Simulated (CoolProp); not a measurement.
Properties of acetone along the isobar 216 bar.

Computed with CoolProp (reference Helmholtz-energy equation of state, Lemmon 2006). It is a short technical equation, of lower accuracy than the large ones.

```csv
T (K),phase,density (kg/m³),cp (kJ/(kg K)),cv (kJ/(kg K)),Joule-Thomson coefficient (K/MPa),isothermal compressibility (1/MPa),fugacity coefficient
285.8,liquid,816.2,2.082,1.534,…,0.0009173,0.001534
307.8,liquid,794.6,2.124,…,-0.3658,0.001078,0.003838
329.8,liquid,772.7,2.173,1.608,-0.3406,0.001274,0.008269
351.8,liquid,750.4,2.226,1.650,-0.3111,0.001515,0.01581
373.9,liquid,727.5,2.285,1.694,-0.2765,0.001817,0.02752
395.9,liquid,704.0,2.346,1.739,-0.2364,0.002196,0.04413
417.9,liquid,679.8,2.411,1.786,-0.1894,0.002678,0.06629
439.9,liquid,654.6,2.478,1.833,-0.1337,0.003299,0.09425
461.9,liquid,628.5,2.548,1.880,-0.06722,0.004106,0.1279
483.9,liquid,601.2,2.619,1.927,0.01263,0.005163,0.1668
506,liquid,572.6,2.692,1.973,0.1095,…,…
528,supercritical,542.9,2.766,2.020,0.2261,0.008384,0.2576
550,supercritical,512.0,2.839,2.065,0.3662,0.01076,0.3072
```

**Question.** Complete the blanks.

**Answer.** 
- 285.8, Joule-Thomson coefficient (K/MPa): -0.3870
- 307.8, cv (kJ/(kg K)): 1.569
- 506, isothermal compressibility (1/MPa): 0.006558
- 506, fugacity coefficient: 0.2105
